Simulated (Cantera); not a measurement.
An adiabatic, constant-volume homogeneous reactor starts with 11.8 % CH4, 17.8 % H2, 14.8 % O2, 55.6 % N2, at 1373 K and 100000 Pa.

Cantera simulation using GRI-Mech 3.0 (53 species, 325 reactions); the numbers are that mechanism's predictions, not measurements.

Q: Predict: time of steepest temperature rise; temperature at 3.00 s; equilibrium temperature; x(H2) at 3.00 s; x(O2) at 3.00 s; x(OH) at 3.00 s; x(CH2O) at 3.00 s; x(NO2) at 3.00 s.

A: 
```
Property                                                            Result
---------------------------------  ---------------------------------------
time of steepest temperature rise                                 0.243 ms
temperature at 3.00 s                                               2696 K
equilibrium temperature                                             2696 K
x(H2) at 3.00 s                        0.218 (gas-phase equilibrium 0.218)
x(O2) at 3.00 s                    4.41e-5 (gas-phase equilibrium 4.41e-5)
x(OH) at 3.00 s                    0.00308 (gas-phase equilibrium 0.00308)
x(CH2O) at 3.00 s                  1.85e-8 (gas-phase equilibrium 1.85e-8)
x(NO2) at 3.00 s                   5.76e-9 (gas-phase equilibrium 5.76e-9)
```
